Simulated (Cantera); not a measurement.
A closed system holds: 1 mol C, 0.042 mol CO2, equilibrated at 2973 K and 1 atm.

Equilibrium computed with Cantera from the NASA thermochemical tables; the gas is ideal and each condensed phase is pure. Candidate condensed phases: C; 12 gas species. Rates play no part.

Base state: CO 1.000, C3 0.000230, C 3.86e-5, C2 2.33e-5 (mole fractions); condensed: C(graphite).

Question: What changes in the equilibrium state with this change: pressure from 1 atm to 0.0133 bar?

Answer: 
| species | before | after |
|---|---|---|
| CO | 1.000 | 0.977 |
| C3 | 0.000230 | 0.0175 |
| C | 3.86e-5 | 0.00293 |
| C2 | 2.33e-5 | 0.00177 |
| C4 | 7.20e-7 | 5.47e-5 |
| C5 | 3.88e-6 | 0.000295 |
| C(graphite), mol | 0.958 | 0.953 |
